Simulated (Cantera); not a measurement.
# Thermodynamics of abatement and gas-phase synthesis, feed H₂S + H₂ + N₂ + SO₂

Feed: 1 mol H₂S, 1.2 mol H₂, 6.2 mol N₂, 0.012 mol SO₂, at 1 atm.

These are equilibrium values from Cantera (NASA tables, ideal gas, pure condensed phases), not measurements of a reactor. Candidate condensed phases: H₂O, H₂SO₄, S; 35 gas species. The numbers say what is thermodynamically allowed, not how fast it happens.

From 1802 °C to 3102 °C nothing is condensed.

```tsv
T (°C)	x N₂	x H₂	x H	x S	x S₂	x H₂S	x SH
1802	0.703	0.220	0.00124	0.00104	0.0418	0.0220	0.00805
1902	0.701	0.222	0.00229	0.00187	0.0424	0.0176	0.00992
2002	0.699	0.223	0.00399	0.00317	0.0423	0.0141	0.0119
2102	0.696	0.223	0.00661	0.00510	0.0415	0.0114	0.0138
2202	0.693	0.221	0.0105	0.00782	0.0399	0.00925	0.0157
2302	0.689	0.218	0.0161	0.0115	0.0378	0.00748	0.0174
2402	0.684	0.213	0.0237	0.0162	0.0350	0.00602	0.0188
2502	0.678	0.207	0.0339	0.0219	0.0316	0.00480	0.0199
2602	0.671	0.199	0.0469	0.0286	0.0278	0.00377	0.0204
2702	0.662	0.189	0.0631	0.0360	0.0238	0.00292	0.0204
2802	0.652	0.177	0.0826	0.0438	0.0198	0.00221	0.0197
2902	0.641	0.163	0.105	0.0514	0.0159	0.00164	0.0186
3002	0.630	0.148	0.131	0.0585	0.0124	0.00118	0.0170
3102	0.618	0.131	0.158	0.0648	0.00943	0.000826	0.0151
```
x: gas mole fraction; nothing condenses.
